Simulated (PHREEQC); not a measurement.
Acid mine or pickling water: speciation

A made-up water analysis in mmol/kgw, 40 °C, pH 2.93, pe 12.7: Na 6.8; K 0.842; Ca 3.17; Mg 0.889; Cl 4.69; S(6) 6.76; O(0) (counted as O atoms) 0.094.

Valence states are taken as typed.

All values are PHREEQC results (ion-association model, wateq4f.dat), not measurements.

```yaml
ionic_strength: 0.0229 mol/kgw
total_alkalinity: -1.86 meq/kg
charge_balance_error: -2.0 %
```

| species | molality | activity | log γ |
|---|---|---|---|
| Na+ | 0.00670 | 0.00578 | -0.064 |
| SO4-2 | 0.00498 | 0.00277 | -0.255 |
| Cl- | 0.00469 | 0.00402 | -0.067 |
| Ca+2 | 0.00234 | 0.00131 | -0.250 |
| H+ | 0.00133 | 0.00118 | -0.055 |
| CaSO4 | 0.000825 | 0.000830 | 0.002 |
| K+ | 0.000822 | 0.000704 | -0.067 |
| Mg+2 | 0.000580 | 0.000331 | -0.244 |
| HSO4- | 0.000519 | 0.000447 | -0.065 |
| MgSO4 | 0.000309 | 0.000310 | 0.002 |
| NaSO4- | 0.000101 | 8.78e-5 | -0.062 |

This is a speciation only: nothing precipitates in the calculation. Constants without temperature data keep their 25 °C values here.
